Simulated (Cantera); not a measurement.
Input (Python, Cantera) and output of one run.

```python
import numpy as np
import cantera as ct

gas_names = [...]  # 151 gases of nasa_gas.yaml made of C, H, N, O, Si
cond_names = """
    C(gr) C6H6(L) C7H8(L) C8H18(L),n-octa H2O(s) H2O(L) Si(cr) Si(L) SiC(b) SiO2(Lqz) SiO2(hqz) SiO2(L)
    Si2N2O(s) Si3N4(a)
""".split()


# ... load() reads the species with a 1 bar reference pressure and builds the phases ...
atoms = {
    'TEOS': {'Si': 1, 'C': 8, 'H': 20, 'O': 4},
    'NO': {'N': 1, 'O': 1},
    'H2O': {'H': 2, 'O': 1},
}
top_T = {'C(gr)': 4500, 'SiC(b)': 3050, 'Si2N2O(s)': 2100, 'Si3N4(a)': 2400}  # K; cautious upper limits of use, not melting points


# ... equilibrate(T, P, feed) seeds the gas with the atoms and calls Mixture.equilibrate('TP', solver="vcs", rtol=1e-11, max_steps=5000) ...
results = []
feed = {'TEOS': 1, 'NO': 7.3, 'H2O': 0.12}  # mol
T = 948.15  # K
for P in [5, 21, 85, 350, 1400, 5900, 24000, 100000]:
    mix = equilibrate(T, P, feed)
    results.append((T, P, feed, dict(zip(mix.species_names, mix.species_moles))))

top = {s: max(r[3][s] / sum(r[3][g] for g in gas_names) for r in results) for s in gas_names}
cols = sorted((s for s in top if top[s] > 1e-06), key=lambda s: -top[s])[:8]
seen = [c for c in cond_names if any(r[3].get(c, 0) > 1e-12 for r in results)]
print("log10 of partial pressures in bar; condensed amounts in mol")
print(f"{'P/Pa':>10s}" + "".join(f"{s[:9]:>10s}" for s in cols + seen))
for T, P, feed, n in results:
    ng = sum(n[g] for g in gas_names)
    print(f"{P:10.4g}" + "".join(f"{np.log10(max(n[s] / ng * P / 1e5, 1e-99)):10.3f}" for s in cols)
          + "".join(f"{n.get(c, 0):10.4g}" for c in seen))
```

Output:

```
log10 of partial pressures in bar; condensed amounts in mol
      P/Pa        H2        CO        N2       CO2       H2O       CH4       NH3     C(gr) SiO2(hqz)
         5    -4.660    -4.783    -5.077    -5.726    -5.860   -13.685   -12.607         0         1
        21    -4.037    -4.159    -4.453    -5.102    -5.237   -11.815   -11.360         0         1
        85    -3.430    -3.552    -3.846    -4.495    -4.630    -9.993   -10.146         0         1
       350    -2.815    -2.938    -3.231    -3.880    -4.015    -8.149    -8.916         0         1
      1400    -2.213    -2.336    -2.629    -3.278    -3.413    -6.344    -7.712         0         1
      5900    -1.589    -1.712    -2.004    -2.649    -2.784    -4.477    -6.464         0         1
   2.4e+04    -0.991    -1.113    -1.388    -1.983    -2.118    -2.748    -5.258   0.02711         1
     1e+05    -0.412    -0.647    -0.724    -1.052    -1.074    -1.590    -4.058     1.428         1
```

Cantera equilibrium calculation (NASA polynomials, part measured and part estimated; ideal gas, pure solids and liquids). The feed counts by its element totals alone.
